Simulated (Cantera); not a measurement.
Feed: 1 mol PbO, 0.44 mol CH4, 2.1 mol H2, at 1850 °C.

Cantera equilibrium calculation (NASA polynomials, part measured and part estimated; ideal gas, pure solids and liquids). Candidate condensed phases: C, C6H6, C7H8, C8H18, H2O, Pb, PbO, PbO2, Pb3O4; 113 gas species. Equilibrium is a limit: real reactors are often held back by kinetics, nucleation or transport.

At 60.0 mbar, list the 6 most abundant gas species with their mole fractions, and the condensed phases.

H2 0.544, Pb 0.225, H2O 0.121, CO 0.0948, H 0.0108, CO2 0.00421. Condensed: gas only.
